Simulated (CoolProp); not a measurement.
The fluid at 293.15 K and 19.4 MPa is throttled through a valve to 3.87 MPa with no heat exchange. The same conditions are run with several fluids, on thermodynamics alone (safety and materials aside).

Computed with CoolProp (reference Helmholtz-energy equation of state of each fluid (trans-2-butene: Lemmon 2005; R1233zd(E): Akasaka 2022; n-perfluorohexane: Gao 2022; ethylbenzene: Zhou 2012; R115: Lemmon 2016)).

Task: Rank trans-2-butene, R1233zd(E), n-perfluorohexane, ethylbenzene, R115 by temperature change (K), highest first.

Result: ethylbenzene (+7.4), trans-2-butene (+5.6), R1233zd(E) (+5.3), n-perfluorohexane (+5.0), R115 (+2.7)

| fluid | final density (kg/m³) |
|---|---|
| trans-2-butene | 604 |
| R1233zd(E) | 1270 |
| n-perfluorohexane | 1690 |
| ethylbenzene | 863 |
| R115 | 1330 |
